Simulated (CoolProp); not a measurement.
Vapour-liquid equilibrium of n-butane (1) + cis-2-butene (2) at 304.4 K; x and y are mole fractions of (1).

Values from CoolProp's multi-fluid Helmholtz-energy mixture model, Bücker 2006 and Lemmon 2005; pair parameters Bell 2016.

```json
[
 {"x": "0.05", "bubble pressure, mixture model (MPa)": "0.2632", "bubble pressure, Raoult's law (MPa)": "0.2618", "y, mixture model": "0.060", "y, Raoult's law": "0.056"},
 {"x": "0.15", "bubble pressure, mixture model (MPa)": "0.2687", "bubble pressure, Raoult's law (MPa)": "0.2652", "y, mixture model": "0.172", "y, Raoult's law": "0.166"},
 {"x": "0.25", "bubble pressure, mixture model (MPa)": "0.2733", "bubble pressure, Raoult's law (MPa)": "0.2686", "y, mixture model": "0.278", "y, Raoult's law": "0.274"},
 {"x": "0.35", "bubble pressure, mixture model (MPa)": "0.2774", "bubble pressure, Raoult's law (MPa)": "0.2720", "y, mixture model": "0.379", "y, Raoult's law": "0.378"},
 {"x": "0.45", "bubble pressure, mixture model (MPa)": "0.2809", "bubble pressure, Raoult's law (MPa)": "0.2755", "y, mixture model": "0.477", "y, Raoult's law": "0.481"},
 {"x": "0.55", "bubble pressure, mixture model (MPa)": "0.2840", "bubble pressure, Raoult's law (MPa)": "0.2789", "y, mixture model": "0.574", "y, Raoult's law": "0.580"},
 {"x": "0.65", "bubble pressure, mixture model (MPa)": "0.2867", "bubble pressure, Raoult's law (MPa)": "0.2823", "y, mixture model": "0.669", "y, Raoult's law": "0.677"},
 {"x": "0.75", "bubble pressure, mixture model (MPa)": "0.2891", "bubble pressure, Raoult's law (MPa)": "0.2857", "y, mixture model": "0.764", "y, Raoult's law": "0.772"},
 {"x": "0.85", "bubble pressure, mixture model (MPa)": "0.2913", "bubble pressure, Raoult's law (MPa)": "0.2891", "y, mixture model": "0.858", "y, Raoult's law": "0.865"},
 {"x": "0.95", "bubble pressure, mixture model (MPa)": "0.2932", "bubble pressure, Raoult's law (MPa)": "0.2925", "y, mixture model": "0.953", "y, Raoult's law": "0.956"}
]
```

The largest gap from Raoult's law is +2.0 % in bubble pressure, at x = 0.45. No azeotrope shows between x = 0.05 and 0.95.

Pair parameters are fitted to limited data, so mixtures are less certain than the pure fluids.
